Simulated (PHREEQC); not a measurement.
1 kg of water meets 20 L of dry gas (CO2 0.42, H2 0.58 by moles) at fixed total pressure, at 10 atm; fugacities by Peng-Robinson. The gases take part in no redox reaction, some water evaporates into the gas, and hydrates or a liquid gas phase aren't modelled. No solid was allowed to form.

The numbers come from PHREEQC with the ion-association model, phreeqc.dat.

**Question.** Predict dissolved CO2 (all carbonate carbon) (mol/kgw), pH at T (°C) = 20, 50, 70, 80, 90.

**Answer.** 
| T (°C) | dissolved CO2 (all carbonate carbon) (mol/kgw) | pH |
|---|---|---|
| 20 | 0.152 | 3.60 |
| 50 | 0.0767 | 3.70 |
| 70 | 0.0556 | 3.78 |
| 80 | 0.0486 | 3.83 |
| 90 | 0.0430 | 3.87 |

Complexes and solids missing from the database can't appear. At this temperature some constants are extrapolated from 25 °C, and those without enthalpy data are left unchanged.
